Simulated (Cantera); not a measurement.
**Gas-phase reforming**

A perfectly stirred reactor is fed with CH4 : CO2 = 1 : 2 (molar parts), at 4350 Torr; it is held at 2223 K, and followed from long to short residence time.

Model: GRI-Mech 3.0 (53 species, 325 reactions), integrated in Cantera.

```json
[
 {"τ (s)": "1.0", "x CH4": "5.42e-5", "x CO2": "0.0568", "x H2O": "0.143", "x H2": "0.256", "x CO": "0.543"},
 {"τ (s)": "0.31", "x CH4": "0.000175", "x CO2": "0.0569", "x H2O": "0.143", "x H2": "0.256", "x CO": "0.543"},
 {"τ (s)": "0.093", "x CH4": "0.000560", "x CO2": "0.0573", "x H2O": "0.144", "x H2": "0.255", "x CO": "0.542"},
 {"τ (s)": "0.028", "x CH4": "0.00161", "x CO2": "0.0587", "x H2O": "0.145", "x H2": "0.252", "x CO": "0.541"},
 {"τ (s)": "0.0085", "x CH4": "0.00389", "x CO2": "0.0635", "x H2O": "0.150", "x H2": "0.243", "x CO": "0.534"},
 {"τ (s)": "0.0026", "x CH4": "0.00786", "x CO2": "0.0773", "x H2O": "0.163", "x H2": "0.223", "x CO": "0.514"},
 {"τ (s)": "0.00078", "x CH4": "0.0141", "x CO2": "0.111", "x H2O": "0.185", "x H2": "0.189", "x CO": "0.467"}
]
```
x: mole fraction; the columns are a selection and need not sum to one.
